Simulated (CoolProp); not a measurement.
Saturated liquid density (kg/m³) of ethanol: the reference equation beside estimates from Tc = 241.6 °C, pc = 6.268 MPa, ω = 0.644. Rackett uses Z = 0.29056 − 0.08775 ω.

Values from CoolProp's reference Helmholtz-energy equation of state, Schroeder 2014.

| T (°C) | reference | Rackett | Redlich-Kwong | Peng-Robinson |
|---|---|---|---|---|
| -12.55 | 817.0 | 944.8 | 654.2 | 778.0 |
| 7.95 | 799.6 | 918.5 | 637.3 | 764.2 |
| 28.45 | 782.1 | 891.4 | 619.0 | 748.9 |
| 49.05 | 764.0 | 863.0 | 599.2 | 731.5 |
| 69.55 | 745.0 | 833.6 | 578.0 | 711.9 |
| 90.05 | 724.6 | 802.6 | 555.0 | 689.6 |
| 110.55 | 702.1 | 769.9 | 529.9 | 664.0 |
| 131.15 | 676.5 | 734.7 | 502.2 | 634.1 |
| 151.65 | 646.9 | 696.5 | 471.5 | 599.0 |
| 172.15 | 612.3 | 654.1 | 437.0 | 556.9 |
| 192.65 | 571.7 | 605.0 | 396.9 | 504.7 |
| 213.25 | 519.7 | 543.5 | 347.4 | 435.8 |
| 233.75 | 420.5 | 447.1 | 275.6 | 329.4 |

Absolute difference from the reference over all 13 rows, mean and median: Rackett 10.0 and 9.7 %, Redlich-Kwong 25.6 and 24.5 %, Peng-Robinson 8.0 and 5.4 %.
